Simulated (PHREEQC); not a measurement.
PHREEQC input (ion-association model, wateq4f.dat):

```
SOLUTION_MASTER_SPECIES
  An  An-  0  An  62.0  # stands for a non-complexing anion
SOLUTION_SPECIES
  An- = An-
    -log_k 0
    -gamma 3.0 0
PHASES
  Fix_H+
    H+ = H+
    -log_k 0
SOLUTION 1
  temp 25
  units mmol/kgw
  pH 7 charge
  As(3) 2.4
  Na 3.4
  An 1
END
SELECTED_OUTPUT 1
  -reset false
  -pH true
  -pe true
  -ionic_strength true
  -water true
  -totals As Na As(3) As(5)
  -molalities Hfo_wOH Hfo_wOH2+ Hfo_wO- Hfo_sOH Hfo_sOH2+ Hfo_sO- Hfo_wH2AsO3
  -saturation_indices Arsenolite
USER_PUNCH 1
  -headings sigma psi
  10 PUNCH EDL("sigma", "Hfo"), EDL("psi", "Hfo")
PRINT
  -reset false
USE solution 1
SURFACE 1
  Hfo_wOH 0.00359551 600 1.6
  Hfo_sOH 8.98876e-05
EQUILIBRIUM_PHASES 1
  Fix_H+ -4 HAn 10
    -force_equality true
END
# ... the last block is repeated for the other 12 points of pH, with NaOH or the acid as the point needs
```

Selected output (columns that matter, 12 of 13 rows; pH added in front):

```
pH	mu	As	Na	m_Hfo_wOH	m_Hfo_wOH2+	m_Hfo_wO-	m_Hfo_sOH	m_Hfo_sOH2+	m_Hfo_sO-	m_Hfo_wH2AsO3	si_Arsenolite	sigma	psi
4	0.0039894	2.8883e-05	0.0033998	0.00031905	0.00090271	2.5832e-06	2.3422e-05	6.6271e-05	1.8964e-07	0.002371	-7.6978	0.097122	0.1679
4.5	0.0038085	1.8534e-05	0.0033998	0.00049939	0.00070651	8.0867e-06	3.6975e-05	5.231e-05	5.9873e-07	0.0023814	-8.0832	0.075402	0.15613
5	0.0036853	1.4046e-05	0.0033998	0.00066024	0.00053044	1.8826e-05	4.9065e-05	3.9419e-05	1.3991e-06	0.0023858	-8.3241	0.055248	0.14109
5.5	0.0035951	1.1914e-05	0.0033998	0.00077924	0.0003927	3.5423e-05	5.8011e-05	2.9235e-05	2.6371e-06	0.002388	-8.4672	0.038587	0.12349
6	0.0035289	1.0873e-05	0.0033998	0.00085465	0.00029495	5.6732e-05	6.368e-05	2.1977e-05	4.2271e-06	0.002389	-8.5471	0.025729	0.10364
6.5	0.003481	1.0393e-05	0.0033998	0.00089577	0.00023024	7.9838e-05	6.677e-05	1.7162e-05	5.9511e-06	0.0023895	-8.5877	0.016245	0.081636
7.5	0.0034227	1.0302e-05	0.0033998	0.00092311	0.00016256	0.00012008	6.8813e-05	1.2118e-05	8.9516e-06	0.0023896	-8.6138	0.0045875	0.032194
8	0.0034037	1.0787e-05	0.0033998	0.00092587	0.0001438	0.00013657	6.8992e-05	1.0715e-05	1.0176e-05	0.0023891	-8.6166	0.00078017	0.0058441
8.5	0.0033858	1.241e-05	0.0033998	0.00092626	0.00012774	0.00015386	6.8928e-05	9.5059e-06	1.145e-05	0.0023875	-8.6175	-0.0028224	-0.020681
9	0.0033647	1.756e-05	0.0033998	0.00092535	0.00011109	0.00017657	6.8568e-05	8.2318e-06	1.3084e-05	0.0023823	-8.6186	-0.0070718	-0.046696
9.5	0.0033361	3.367e-05	0.0033998	0.00092497	9.2679e-05	0.00021148	6.7641e-05	6.7774e-06	1.5465e-05	0.0023662	-8.6241	-0.012817	-0.071629
10	0.0032955	8.2366e-05	0.0033999	0.00093432	7.4284e-05	0.00026922	6.5722e-05	5.2252e-06	1.8937e-05	0.0023175	-8.6509	-0.020976	-0.095265
```
